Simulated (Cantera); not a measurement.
An isothermal, constant-pressure homogeneous reactor starts with 96.0 % N₂O, 4.03 % H₂O, at 1075 K and 0.849 atm.

Cantera simulation using GRI-Mech 3.0 (53 species, 325 reactions); the numbers are that mechanism's predictions, not measurements. GRI-Mech 3.0 was tuned for natural gas; its chemistry of N2O as a main component is partial and can be far from experiment. The mechanism lacks the step 2 NO + O2 → 2 NO2, which can matter for NO2 below about 1400 K. The temperature is held fixed by assumption; the heat of reaction is taken as removed at once.

**Question.** Predict: x(N₂O) at 100 s; x(H₂O) at 100 s; x(O₂) at 100 s; x(N₂) at 100 s; x(HO₂) at 100 s.

**Answer.** 
- x(N₂O) at 100 s = 0.0346 (gas-phase equilibrium 4.93e-9)
- x(H₂O) at 100 s = 0.0277 (gas-phase equilibrium 0.0272)
- x(O₂) at 100 s = 0.301 (gas-phase equilibrium 0.324)
- x(N₂) at 100 s = 0.614 (gas-phase equilibrium 0.648)
- x(HO₂) at 100 s = 4.80e-9 (gas-phase equilibrium 1.98e-9)
